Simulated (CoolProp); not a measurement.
Water at 530.62 K and 0.79 MPa flows at 0.15 m/s in a round tube of 6 mm bore and 0.25 µm roughness, fully developed (64/Re and Nu = 3.66 if laminar; Colebrook and Gnielinski if turbulent). Each further row changes one setting.

Model: reference Helmholtz-energy equation of state, Wagner 2002, in CoolProp.

| case | Reynolds number | Darcy friction factor | pressure drop (Pa/m) | heat-transfer coefficient (W/(m² K)) | mass flow (kg/h) |
|---|---|---|---|---|---|
| as stated | [?] | [?] | [?] | 24.8 | [?] |
| velocity 0.3 m/s | 324 | 0.198 | [?] | 24.8 | 0.101 |
| diameter 12 mm | 324 | 0.198 | [?] | [?] | [?] |

Question: What belongs in the gaps?

Answer: 
- as stated, Reynolds number: 162
- as stated, Darcy friction factor: 0.395
- as stated, pressure drop (Pa/m): 2.46
- as stated, mass flow (kg/h): 0.0506
- velocity 0.3 m/s, pressure drop (Pa/m): 4.91
- diameter 12 mm, pressure drop (Pa/m): 0.614
- diameter 12 mm, heat-transfer coefficient (W/(m² K)): 12.4
- diameter 12 mm, mass flow (kg/h): 0.202

Viscosity comes from a separate model (Huber 2009). Thermal conductivity comes from a separate model (Huber 2012).
